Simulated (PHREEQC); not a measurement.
# Brine

Consider water at 25 °C with 0.52 mol/kgw Na2SO4 and 0.18 mol/kgw MgCl2. Closed to the air; pH follows from the charge balance.

All values are PHREEQC results (Pitzer model, pitzer.dat), not measurements.

Each row changes one thing in this solution. This is a speciation only: nothing precipitates in the calculation.

| case | HSO4- (mol/kgw) | SI of Mirabilite (Na2SO4:10H2O) | SI of Thenardite (Na2SO4) |
|---|---|---|---|
| as made | 5.16e-7 | -0.94 | -1.76 |
| temperature from 25 to 90 °C | (withheld) | -2.60 | -1.53 |
| temperature from 25 to 85 °C | (withheld) | -2.54 | -1.54 |
| MgCl2 left out | 2.85e-7 | (withheld) | -1.70 |
| 0.51 mol/kgw NaCl added | 4.88e-7 | (withheld) | -1.48 |
| temperature from 25 to 15 °C | 2.76e-7 | -0.50 | (withheld) |

**Question.** Complete the blanks.

**Answer.** 
- temperature from 25 to 90 °C, HSO4- (mol/kgw): 1.17e-5
- temperature from 25 to 85 °C, HSO4- (mol/kgw): 9.65e-6
- MgCl2 left out, SI of Mirabilite (Na2SO4:10H2O): -0.84
- 0.51 mol/kgw NaCl added, SI of Mirabilite (Na2SO4:10H2O): -0.74
- temperature from 25 to 15 °C, SI of Thenardite (Na2SO4): -1.83

Constants without temperature data keep their 25 °C values here.
